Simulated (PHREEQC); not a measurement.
Solution (20 °C): 8.8 mmol/kgw HBr, 0.49 mmol/kgw CaCl2 and 0.38 mmol/kgw CuCl2. Closed to the air; pH follows from the charge balance.

Equilibrium calculation in PHREEQC: ion-association model, phreeqc.dat.

**Question.** The ionic strength comes out as 0.0114 mol/kgw. What activity coefficients do H+, Br-, Cl-, Ca+2, Cu+2 get?

**Answer.** H+ 0.91, Br- 0.89, Cl- 0.90, Ca+2 0.66, Cu+2 0.66.

No solid was allowed to form.
